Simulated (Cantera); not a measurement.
Feed: 1 mol Fe(CO)5, 0.37 mol CO, 0.19 mol H2, equilibrated at 0.100 bar.

Method: chemical equilibrium by Gibbs-energy minimisation in Cantera with the NASA 1993 tables (ideal gas, pure condensed phases). Candidate condensed phases: C, C6H6, C7H8, C8H18, Fe, Fe(CO)5, FeO, Fe(OH)2, Fe(OH)3, Fe2O3, Fe3O4, H2O; 114 gas species. Condensed phases not in the tables: cementite and carbon dissolved in iron. Kinetics and transport are ignored.

**Question.** At 1123 K, list the 4 most abundant gas species with their mole fractions, and the condensed phases.

**Answer.** CO 0.960, H2 0.0341, CO2 0.00557, H2O 0.000216. Condensed: C(graphite) + Fe(α).
